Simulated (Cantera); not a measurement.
Equilibrium for carbothermic reduction: Cu₂O + C + H₂

A closed system holds: 1 mol Cu₂O, 0.76 mol C, 8.2 mol H₂, equilibrated at 0.195 Torr.

Method: chemical equilibrium by Gibbs-energy minimisation in Cantera with the NASA 1993 tables (ideal gas, pure condensed phases). Candidate condensed phases: C, C₆H₆, C₇H₈, C₈H₁₈, Cu, CuO, Cu(OH)₂, Cu₂O, H₂O; 113 gas species. Equilibrium is a limit: real reactors are often held back by kinetics, nucleation or transport.

From 1677 °C to 1977 °C nothing is condensed. The main Cu-bearing gas is Cu throughout.

```
T (°C)   x H₂     x H   x Cu    x CO   x H₂O      x OH       x O
------  -----  ------  -----  ------  ------  --------  --------
1677    0.676  0.0585  0.177  0.0668  0.0206  0.000162   1.04e-5
1702    0.667  0.0693  0.176  0.0665  0.0205  0.000203   1.55e-5
1727    0.656  0.0817  0.175  0.0661  0.0203  0.000252   2.29e-5
1752    0.644  0.0958  0.174  0.0656  0.0201  0.000312   3.37e-5
1777    0.630   0.112  0.172  0.0650  0.0198  0.000384   4.91e-5
1802    0.615   0.130  0.171  0.0644  0.0195  0.000469   7.09e-5
1827    0.598   0.149  0.169  0.0637  0.0192  0.000570  0.000102
1852    0.579   0.171  0.167  0.0630  0.0188  0.000689  0.000145
1877    0.558   0.195  0.165  0.0621  0.0183  0.000828  0.000204
1902    0.536   0.222  0.162  0.0612  0.0178  0.000988  0.000286
1927    0.511   0.250  0.160  0.0602  0.0172   0.00117  0.000399
1952    0.485   0.280  0.157  0.0592  0.0165   0.00138  0.000550
1977    0.458   0.312  0.154  0.0581  0.0157   0.00161  0.000753
```
x: gas mole fraction; nothing condenses.
